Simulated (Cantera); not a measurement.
Charge: 1 mol Si2Cl6, a varied amount of N2, held at 975 °C and 1.30 mbar.

These are equilibrium values from Cantera (NASA tables, ideal gas, pure condensed phases), not measurements of a reactor. Candidate condensed phases: Si, Si3N4; 13 gas species. The feed counts by its element totals alone. N2 is the only nitrogen source here; it is nearly inert below about 1500 K, so the nitride shown seldom forms there in practice. Kinetics and transport are ignored.

Task: What share of the Si ends up in condensed phases as a function of n(N2) (mol), at 7.6, 12, 18, 27, 42, 64, 99, 150, 230?

Result: 
```
n(N2) (mol)  Si condensed (%)        as
-----------  ----------------  --------
7.6                      19.1  Si3N4(s)
12                       18.3  Si3N4(s)
18                       17.3  Si3N4(s)
27                       16.2  Si3N4(s)
42                       14.7  Si3N4(s)
64                       12.9  Si3N4(s)
99                       10.8  Si3N4(s)
150                       8.5  Si3N4(s)
230                       5.7  Si3N4(s)
```
